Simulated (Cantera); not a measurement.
A closed system holds: 1 mol CaO, 3.1 mol HBr, 19 mol N2, held at 1800 K.

Cantera equilibrium calculation (NASA polynomials, part measured and part estimated; ideal gas, pure solids and liquids). Candidate condensed phases: Br2, Ca, CaBr2, CaO, Ca(OH)2, H2O; 34 gas species. Equilibrium is a limit: real reactors are often held back by kinetics, nucleation or transport.

Problem. Which condensed phases are stable at each of these points (P (Pa)): 1, 4.20, 18, 75, 320, 1300, 5600, 24000, 100000?

Solution. 
```csv
P (Pa),condensed phases,Ca condensed (%)
1,CaO(s),73.8
4.20,CaO(s),59.6
18,CaO(s),41.4
75,CaO(s),23.9
320,CaO(s),9.0
1300,gas only,0.0
5600,gas only,0.0
24000,gas only,0.0
100000,gas only,0.0
```

From 0.00750 Torr to 2.40 Torr the condensed part is CaO(s). From 9.75 Torr to 750 Torr nothing is condensed.
